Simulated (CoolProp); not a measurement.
500 sccm (0 °C, 1 atm) of nitrogen bubbles through liquid cyclopentane at 276.8 K and leaves saturated at a total pressure of 0.15 MPa (ideal gas phase). Each further row changes one setting.

The numbers come from the reference Helmholtz-energy equation of state, Gedanitz 2015 in CoolProp.

| case | vapour pressure (kPa) | mole fraction of vapour | delivery (mg/min) | delivery (sccm) | change of delivery for a bath 1 K warmer (%) |
|---|---|---|---|---|---|
| as stated | 16.9 | [?] | 199 | 63.6 | 5.4 |
| bath temperature 281.8 K | 21.3 | [?] | 259 | 82.7 | 5.4 |
| total pressure 0.3 MPa | 16.9 | [?] | 93.6 | [?] | 5.1 |

Task: What belongs in the gaps?

Result: 
- as stated, mole fraction of vapour: 0.113
- bath temperature 281.8 K, mole fraction of vapour: 0.142
- total pressure 0.3 MPa, mole fraction of vapour: 0.0564
- total pressure 0.3 MPa, delivery (sccm): 29.9
